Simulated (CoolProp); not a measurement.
C2F6 (R116) along the isobar 56.9 bar: fugacity coefficient from the reference equation and from simpler models built on Tc = 293.0 K, pc = 30.48 bar, ω = 0.257; each cubic takes its own stable root.

Model: reference Helmholtz-energy equation of state, Lemmon 2006, in CoolProp. It is a short technical equation, of lower accuracy than the large ones.

| T (K) | phase | reference | van der Waals | Redlich-Kwong | Soave-Redlich-Kwong | Peng-Robinson |
|---|---|---|---|---|---|---|
| 231.5 | liquid | 0.1015 | 0.2226 | 0.1347 | 0.1041 | 0.09908 |
| 259.1 | liquid | 0.2172 | 0.3250 | 0.2515 | 0.2239 | 0.2124 |
| 286.8 | liquid | 0.3751 | 0.4348 | 0.3923 | 0.3858 | 0.3662 |
| 314.4 | supercritical | 0.5442 | 0.5421 | 0.5322 | 0.5535 | 0.5258 |
| 342.1 | supercritical | 0.6729 | 0.6362 | 0.6436 | 0.6798 | 0.6469 |
| 369.7 | supercritical | 0.7578 | 0.7076 | 0.7212 | 0.7661 | 0.7315 |
| 397.4 | supercritical | 0.8194 | 0.7610 | 0.7786 | 0.8296 | 0.7948 |
| 425 | supercritical | 0.8655 | 0.8021 | 0.8224 | 0.8774 | 0.8434 |
